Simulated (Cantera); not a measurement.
Input: 1 mol FeS2, 0.23 mol H2S, 6.5 mol H2O, held at 1100000 Pa.

Method: chemical equilibrium by Gibbs-energy minimisation in Cantera with the NASA 1993 tables (ideal gas, pure condensed phases). Candidate condensed phases: Fe, FeO, Fe(OH)2, Fe(OH)3, FeS, FeSO4, FeS2, Fe2O3, Fe2(SO4)3, Fe3O4, H2O, H2SO4, S; 22 gas species. FeS: taken at fixed stoichiometry. Gases not in the tables: S3 to S7. Equilibrium is a limit: real reactors are often held back by kinetics, nucleation or transport.

### Question
Which condensed phases are stable at each of these points (T (K)): 798, 873, 948, 1023, 1098, 1173, 1248, 1323, 1398, 1473, 1548?

### Answer
```
T (K)  condensed phases  Fe condensed (%)
-----  ----------------  ----------------
798             FeS2(s)             100.0
873    FeS(s) + FeS2(s)             100.0
948    FeS(s) + FeS2(s)             100.0
1023             FeS(s)             100.0
1098             FeS(s)             100.0
1173             FeS(s)             100.0
1248             FeS(s)             100.0
1323             FeS(s)             100.0
1398             FeS(s)             100.0
1473             FeS(l)             100.0
1548             FeS(l)             100.0
```

At 798 K the condensed part is FeS2(s). From 873 K to 948 K the condensed part is FeS(s) + FeS2(s). From 1023 K to 1398 K the condensed part is FeS(s). From 1473 K to 1548 K the condensed part is FeS(l).
